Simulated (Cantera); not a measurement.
Source: NASA polynomial tables (part measured, part estimated), evaluated in Cantera. Values are per mole of reaction as written; species without (g) are pure solids or liquids, kept so even where they would boil at 1 bar.

Q: Between 300 and 950 K, where is each reaction favourable under standard conditions?
- 3 V2O5 = O3(g) + 6 VO2(g)

A: 
- 3 V2O5 = O3(g) + 6 VO2(g): ΔG° is 2966 kJ at 300 K and 2089 kJ at 950 K; it stays positive (K < 1). ΔH° is 3114 kJ and ΔS° 1079 J/K at 950 K.
